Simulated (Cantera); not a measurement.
Input (Python, Cantera) and output of one run.

```python
import numpy as np
import cantera as ct

gas_names = """
    CL CL2 H HCL H2 N NH NH2 NH3 N2 N2H2 N2H4 Si SiCL SiCL2 SiCL3 SiCL4 SiH SiHCL3 SiH2 SiH2CL2 SiH3
    SiH3CL SiH4 SiN Si2 Si2N Si3
""".split()
cond_names = """
    NH4CL(a) NH4CL(b) Si(cr) Si(L) Si3N4(a)
""".split()


def load(file, names, dense=False):
    # The tables refer to 1 bar. Condensed volumes are neglected.
    table = {s.name: s for s in ct.Species.list_from_file(file)}
    out = []
    for n in names:
        d = dict(table[n].input_data)
        d["thermo"] = dict(d["thermo"], **{"reference-pressure": 1e5})
        if dense:
            d["equation-of-state"] = {"model": "constant-volume", "density": "1e6 g/cm^3"}
        out.append(ct.Species.from_dict(d))
    return out


gas = ct.Solution(thermo="ideal-gas", species=load("nasa_gas.yaml", gas_names))
cond = {s.name: ct.Solution(thermo="fixed-stoichiometry", species=[s], name=s.name)
        for s in load("nasa_condensed.yaml", cond_names, dense=True)}
atoms = {
    'Si2Cl6': {'Si': 2, 'CL': 6},
    'NH3': {'N': 1, 'H': 3},
    'H2': {'H': 2},
    'N2': {'N': 2},
}
top_T = {'Si3N4(a)': 2400}  # K; cautious upper limits of use, not melting points


def equilibrate(T, P, feed):
    n = {}
    for name, mol in feed.items():
        for a, k in atoms[name].items():
            n[a] = n.get(a, 0.0) + k * mol
    gas.TPX = T, P, n
    mass = sum(n.values()) * gas.mean_molecular_weight
    gas.equilibrate("TP")
    valid = [c for c in cond.values() if c.min_temp <= T <= top_T.get(c.name, c.max_temp)]
    mix = ct.Mixture([(gas, mass / gas.mean_molecular_weight)] + [(c, 0.0) for c in valid])
    mix.T, mix.P = T, P
    mix.equilibrate("TP", solver="vcs", rtol=1e-11, max_steps=5000)
    return mix


results = []
feed = {'Si2Cl6': 1, 'NH3': 16, 'H2': 1.8, 'N2': 0.23}  # mol
P = 100000  # Pa
for T in [850, 950, 1050, 1150, 1250, 1350, 1450, 1550, 1650, 1750, 1850]:
    mix = equilibrate(T, P, feed)
    results.append((T, P, feed, dict(zip(mix.species_names, mix.species_moles))))
    x = sorted(zip(gas.X, gas.species_names), reverse=True)
    print(f"T = {T:g} K  P = {P:g} Pa  gas = {mix.phase_moles(0):.4g} mol")
    print("   x: " + "  ".join(f"{s} {v:.3e}" for v, s in x if v > 0.001))
    print("   condensed (mol): " + ("  ".join(f"{mix.phase(i).name} {mix.phase_moles(i):.4g}"
          for i in range(1, mix.n_phases) if mix.phase_moles(i) > 1e-12) or "none"))
```

Result:

```
T = 850 K  P = 100000 Pa  gas = 35.65 mol
   x: H2 6.444e-01  N2 1.951e-01  HCL 1.574e-01  SiCL4 2.722e-03
   condensed (mol): Si3N4(a) 0.6341
T = 950 K  P = 100000 Pa  gas = 35.67 mol
   x: H2 6.426e-01  N2 1.945e-01  HCL 1.609e-01  SiCL4 1.798e-03
   condensed (mol): Si3N4(a) 0.6449
T = 1050 K  P = 100000 Pa  gas = 35.68 mol
   x: H2 6.415e-01  N2 1.941e-01  HCL 1.629e-01  SiCL4 1.270e-03
   condensed (mol): Si3N4(a) 0.6509
T = 1150 K  P = 100000 Pa  gas = 35.68 mol
   x: H2 6.409e-01  N2 1.939e-01  HCL 1.641e-01
   condensed (mol): Si3N4(a) 0.6544
T = 1250 K  P = 100000 Pa  gas = 35.69 mol
   x: H2 6.405e-01  N2 1.938e-01  HCL 1.648e-01
   condensed (mol): Si3N4(a) 0.6562
T = 1350 K  P = 100000 Pa  gas = 35.69 mol
   x: H2 6.403e-01  N2 1.938e-01  HCL 1.650e-01
   condensed (mol): Si3N4(a) 0.6564
T = 1450 K  P = 100000 Pa  gas = 35.7 mol
   x: H2 6.404e-01  N2 1.939e-01  HCL 1.646e-01
   condensed (mol): Si3N4(a) 0.6536
T = 1550 K  P = 100000 Pa  gas = 35.72 mol
   x: H2 6.409e-01  N2 1.944e-01  HCL 1.627e-01  SiCL2 1.013e-03
   condensed (mol): Si3N4(a) 0.6431
T = 1650 K  P = 100000 Pa  gas = 35.77 mol
   x: H2 6.423e-01  N2 1.957e-01  HCL 1.576e-01  SiCL2 3.183e-03
   condensed (mol): Si3N4(a) 0.6148
T = 1750 K  P = 100000 Pa  gas = 35.89 mol
   x: H2 6.451e-01  N2 1.984e-01  HCL 1.470e-01  SiCL2 7.974e-03
   condensed (mol): Si3N4(a) 0.5553
T = 1850 K  P = 100000 Pa  gas = 36.09 mol
   x: H2 6.493e-01  N2 2.026e-01  HCL 1.304e-01  SiCL2 1.586e-02  SiCL3 1.047e-03
   condensed (mol): Si3N4(a) 0.4595
```

Method: chemical equilibrium by Gibbs-energy minimisation in Cantera with the NASA 1993 tables (ideal gas, pure condensed phases). The feed counts by its element totals alone. The tables' values for SiCl3, SiCl are old estimates; treat these amounts as uncertain.
